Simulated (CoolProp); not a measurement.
The numbers come from the reference Helmholtz-energy equation of state, Tillner-Roth 1997 in CoolProp.

Problem. For CH2F2 (R32), give the phase and the cp (kJ/(kg K)), Joule-Thomson coefficient (K/MPa), viscosity (µPa s), Prandtl number at 435 K and 4.43 bar; 435 K and 10.7 bar; 435 K and 26.1 bar.

Solution. 
- 435 K and 4.43 bar: gas; cp 1.06, Joule-Thomson coefficient 7.74, viscosity 19.2, Prandtl number 0.753
- 435 K and 10.7 bar: gas; cp 1.09, Joule-Thomson coefficient 7.66, viscosity 19.2, Prandtl number 0.750
- 435 K and 26.1 bar: gas; cp 1.17, Joule-Thomson coefficient 7.45, viscosity 19.4, Prandtl number 0.754

Viscosity comes from a separate model (Bell 2016), an estimate that may be off by 10 % or more. Thermal conductivity comes from a separate model (Huber 2003), an estimate that may be off by 10 % or more.
